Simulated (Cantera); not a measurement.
Input: 1 mol Si, 0.18 mol H2O, a varied amount of N2, at 1500 K and 0.00180 Torr.

Equilibrium computed with Cantera from the NASA thermochemical tables; the gas is ideal and each condensed phase is pure. Candidate condensed phases: H2O, Si, SiO2, Si2N2O, Si3N4; 35 gas species. Kinetics and transport are ignored.

**Question.** What share of the Si ends up in condensed phases as a function of n(N2) (mol), at 16, 23, 33, 47, 67, 94, 130?

**Answer.** 
| n(N2) (mol) | Si condensed (%) | as |
|---|---|---|
| 16 | 74.7 | Si(s) |
| 23 | 71.6 | Si(s) |
| 33 | 67.1 | Si(s) |
| 47 | 60.9 | Si(s) |
| 67 | 52.0 | Si(s) |
| 94 | 40.0 | Si(s) |
| 130 | 23.9 | Si(s) |
